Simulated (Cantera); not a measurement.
# Thermodynamics of chemical vapour transport, feed B + HCl + N₂

A closed system holds: 1 mol B, a varied amount of HCl, 0.29 mol N₂, at 1198 K and 1 atm.

Method: chemical equilibrium by Gibbs-energy minimisation in Cantera with the NASA 1993 tables (ideal gas, pure condensed phases). Candidate condensed phases: B, BN, NH₄Cl; 21 gas species. N₂ is the only nitrogen source here; it is nearly inert below about 1500 K, so the nitride shown seldom forms there in practice. Mutual solubility and eutectic melting of coexisting phases are not modelled. The tables' values for BCl₂ are old estimates; treat these amounts as uncertain. Gases not in the tables: BHCl₂. Kinetics and transport are ignored.

| n(HCl) (mol) | x H₂ | x HCl | x BCl₃ | x BCl₂ | n B(s) | n BN(s) |
|---|---|---|---|---|---|---|
| 0.11 | 0.511 | 0.148 | 0.341 | 2.74e-5 | 0.388 | 0.580 |
| 0.32 | 0.511 | 0.148 | 0.341 | 2.74e-5 | 0.327 | 0.580 |
| 0.54 | 0.511 | 0.148 | 0.341 | 2.74e-5 | 0.263 | 0.580 |
| 0.75 | 0.511 | 0.148 | 0.341 | 2.74e-5 | 0.202 | 0.580 |
| 0.97 | 0.511 | 0.148 | 0.341 | 2.74e-5 | 0.137 | 0.580 |
| 1.2 | 0.511 | 0.148 | 0.341 | 2.74e-5 | 0.0705 | 0.580 |
| 1.4 | 0.511 | 0.148 | 0.341 | 2.74e-5 | 0.0122 | 0.580 |
| 1.6 | 0.453 | 0.245 | 0.302 | 1.38e-5 | 0 | 0.580 |
| 1.8 | 0.396 | 0.340 | 0.264 | 8.11e-6 | 0 | 0.580 |
| 2 | 0.352 | 0.413 | 0.235 | 5.58e-6 | 0 | 0.580 |
| 2.3 | 0.301 | 0.498 | 0.201 | 3.67e-6 | 0 | 0.580 |
x: gas mole fraction; n: condensed amount in mol.

From 0.11 mol HCl to 1.4 mol HCl the condensed part is B(s) + BN(s). From 1.6 mol HCl to 2.3 mol HCl the condensed part is BN(s). The main B-bearing gas is BCl₃ throughout.
